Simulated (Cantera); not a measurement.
**Equilibrium for tantalum, niobium, vanadium and zirconium in process gases: V + NH₃ + N₂**

A closed system holds: 1 mol V, a varied amount of NH₃, 1.2 mol N₂, at 1875 °C and 31.0 mbar.

Equilibrium computed with Cantera from the NASA thermochemical tables; the gas is ideal and each condensed phase is pure. Candidate condensed phases: V, VN; 11 gas species. Mutual solubility and eutectic melting of coexisting phases are not modelled. VN: taken at fixed stoichiometry. Condensed phases not in the tables: V₂N, N, O or C dissolved in the metal. The numbers say what is thermodynamically allowed, not how fast it happens.

```
n(NH₃) (mol)   x H₂   x N₂     x H       x V    x NH₃     x VN  n VN(s)  n V(s)
------------  -----  -----  ------  --------  -------  -------  -------  ------
2             0.622  0.358  0.0187  0.000589  1.46e-7  9.85e-8    0.997       0
2.3           0.630  0.351  0.0188  0.000595  1.47e-7  9.85e-8    0.911  0.0859
2.6           0.630  0.351  0.0188  0.000595  1.47e-7  9.85e-8    0.717   0.280
3             0.630  0.351  0.0188  0.000595  1.47e-7  9.85e-8    0.458   0.538
3.5           0.630  0.351  0.0188  0.000595  1.47e-7  9.85e-8    0.134   0.861
4.1           0.638  0.342  0.0189  0.000595  1.48e-7  9.72e-8        0   0.994
4.7           0.649  0.332  0.0191  0.000595  1.49e-7  9.57e-8        0   0.994
5.5           0.660  0.320  0.0192  0.000595  1.50e-7  9.41e-8        0   0.993
6.3           0.668  0.312  0.0193  0.000595  1.51e-7  9.28e-8        0   0.992
7.3           0.676  0.304  0.0195  0.000595  1.52e-7  9.16e-8        0   0.991
8.5           0.683  0.296  0.0196  0.000595  1.52e-7  9.05e-8        0   0.989
9.9           0.690  0.290  0.0197  0.000595  1.53e-7  8.95e-8        0   0.987
11            0.694  0.286  0.0197  0.000595  1.53e-7  8.88e-8        0   0.986
```
x: gas mole fraction; n: condensed amount in mol.

At 2 mol NH₃ the condensed part is VN(s). From 2.3 mol NH₃ to 3.5 mol NH₃ the condensed part is V(s) + VN(s). From 4.1 mol NH₃ to 11 mol NH₃ the condensed part is V(s). The main V-bearing gas is V throughout.
